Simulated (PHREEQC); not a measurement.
Dissolve 0.043 mol/kgw CuSO4 and 0.00012 mol/kgw KCl at 25 °C. Closed to the air; pH follows from the charge balance.

All values are PHREEQC results (ion-association model, wateq4f.dat), not measurements.

This is a speciation only: nothing precipitates in the calculation.

Problem. Order these Cu species by the share of Cu that they hold, largest first: CuSO4, Cu+2, Cu2(OH)2+2.

Solution. Cu+2 (57 %), CuSO4 (42 %), Cu2(OH)2+2 (0.11 %)

The pH is 4.65 and the ionic strength 0.0989 mol/kgw. The solution is supersaturated, for example in Antlerite, Brochantite, so a real one may precipitate; this is no full list.
